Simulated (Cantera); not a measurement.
Cantera run:

```python
import numpy as np
import cantera as ct

gas_names = """
    Cr CrN CrO CrO2 CrO3 H HNO HNO2 HNO3 HO2 H2 H2O H2O2 N NH NH2 NH3 NH2OH NO NO2 NO3 N2 N2H2 N2H4 N2O
    O OH O2 O3
""".split()
cond_names = """
    Cr(cr) Cr(L) CrN(s) Cr2N(s) Cr2O3(s) Cr2O3(L) H2O(s) H2O(L)
""".split()


def load(file, names, dense=False):
    # The tables refer to 1 bar. Condensed volumes are neglected.
    table = {s.name: s for s in ct.Species.list_from_file(file)}
    out = []
    for n in names:
        d = dict(table[n].input_data)
        d["thermo"] = dict(d["thermo"], **{"reference-pressure": 1e5})
        if dense:
            d["equation-of-state"] = {"model": "constant-volume", "density": "1e6 g/cm^3"}
        out.append(ct.Species.from_dict(d))
    return out


gas = ct.Solution(thermo="ideal-gas", species=load("nasa_gas.yaml", gas_names))
cond = {s.name: ct.Solution(thermo="fixed-stoichiometry", species=[s], name=s.name)
        for s in load("nasa_condensed.yaml", cond_names, dense=True)}
atoms = {
    'Cr2O3': {'Cr': 2, 'O': 3},
    'H2': {'H': 2},
    'N2': {'N': 2},
}
top_T = {'CrN(s)': 1900, 'Cr2N(s)': 1900}  # K; cautious upper limits of use, not melting points


def equilibrate(T, P, feed):
    n = {}
    for name, mol in feed.items():
        for a, k in atoms[name].items():
            n[a] = n.get(a, 0.0) + k * mol
    gas.TPX = T, P, n
    mass = sum(n.values()) * gas.mean_molecular_weight
    gas.equilibrate("TP")
    valid = [c for c in cond.values() if c.min_temp <= T <= top_T.get(c.name, c.max_temp)]
    mix = ct.Mixture([(gas, mass / gas.mean_molecular_weight)] + [(c, 0.0) for c in valid])
    mix.T, mix.P = T, P
    mix.equilibrate("TP", solver="vcs", rtol=1e-11, max_steps=5000)
    return mix


results = []
feed = {'Cr2O3': 1, 'H2': 13, 'N2': 0.97}  # mol
for P in [10, 68, 460, 3200, 22000, 150000, 1000000]:
    for T in [1573, 1623, 1673, 1723, 1773, 1823, 1873, 1923, 1973]:
        mix = equilibrate(T, P, feed)
        results.append((T, P, feed, dict(zip(mix.species_names, mix.species_moles))))

for T, P, feed, n in results:
    print(f"{T:7g} {P:10.4g}  " + (" + ".join(c for c in cond_names if n.get(c, 0) > 1e-12) or "gas only"))
```

Result:

```
   1573         10  Cr2O3(s)
   1623         10  Cr2O3(s)
   1673         10  Cr2O3(s)
   1723         10  Cr2O3(s)
   1773         10  Cr2O3(s)
   1823         10  Cr2O3(s)
   1873         10  Cr2O3(s)
   1923         10  Cr2O3(s)
   1973         10  Cr2O3(s)
   1573         68  Cr2O3(s)
   1623         68  Cr2O3(s)
   1673         68  Cr2O3(s)
   1723         68  Cr2O3(s)
   1773         68  Cr2O3(s)
   1823         68  Cr2O3(s)
   1873         68  Cr2O3(s)
   1923         68  Cr2O3(s)
   1973         68  Cr2O3(s)
   1573        460  Cr(cr) + Cr2O3(s)
   1623        460  Cr(cr) + Cr2O3(s)
   1673        460  Cr2O3(s)
   1723        460  Cr2O3(s)
   1773        460  Cr2O3(s)
   1823        460  Cr2O3(s)
   1873        460  Cr2O3(s)
   1923        460  Cr2O3(s)
   1973        460  Cr2O3(s)
   1573       3200  Cr(cr) + Cr2O3(s)
   1623       3200  Cr(cr) + Cr2O3(s)
   1673       3200  Cr(cr) + Cr2O3(s)
   1723       3200  Cr(cr) + Cr2O3(s)
   1773       3200  Cr(cr) + Cr2O3(s)
   1823       3200  Cr(cr) + Cr2O3(s)
   1873       3200  Cr2O3(s)
   1923       3200  Cr2O3(s)
   1973       3200  Cr2O3(s)
   1573    2.2e+04  Cr(cr) + Cr2O3(s)
   1623    2.2e+04  Cr(cr) + Cr2O3(s)
   1673    2.2e+04  Cr(cr) + Cr2O3(s)
   1723    2.2e+04  Cr(cr) + Cr2O3(s)
   1773    2.2e+04  Cr(cr) + Cr2O3(s)
   1823    2.2e+04  Cr(cr) + Cr2O3(s)
   1873    2.2e+04  Cr(cr) + Cr2O3(s)
   1923    2.2e+04  Cr(cr) + Cr2O3(s)
   1973    2.2e+04  Cr(cr) + Cr2O3(s)
   1573    1.5e+05  Cr(cr) + Cr2O3(s)
   1623    1.5e+05  Cr(cr) + Cr2O3(s)
   1673    1.5e+05  Cr(cr) + Cr2O3(s)
   1723    1.5e+05  Cr(cr) + Cr2O3(s)
   1773    1.5e+05  Cr(cr) + Cr2O3(s)
   1823    1.5e+05  Cr(cr) + Cr2O3(s)
   1873    1.5e+05  Cr(cr) + Cr2O3(s)
   1923    1.5e+05  Cr(cr) + Cr2O3(s)
   1973    1.5e+05  Cr(cr) + Cr2O3(s)
   1573      1e+06  Cr2N(s) + Cr2O3(s)
   1623      1e+06  Cr2N(s) + Cr2O3(s)
   1673      1e+06  Cr2N(s) + Cr2O3(s)
   1723      1e+06  Cr2N(s) + Cr2O3(s)
   1773      1e+06  Cr(cr) + Cr2O3(s)
   1823      1e+06  Cr(cr) + Cr2O3(s)
   1873      1e+06  Cr(cr) + Cr2O3(s)
   1923      1e+06  Cr(cr) + Cr2O3(s)
   1973      1e+06  Cr(cr) + Cr2O3(s)
```

These are equilibrium values from Cantera (NASA tables, ideal gas, pure condensed phases), not measurements of a reactor. Mutual solubility and eutectic melting of coexisting phases are not modelled.
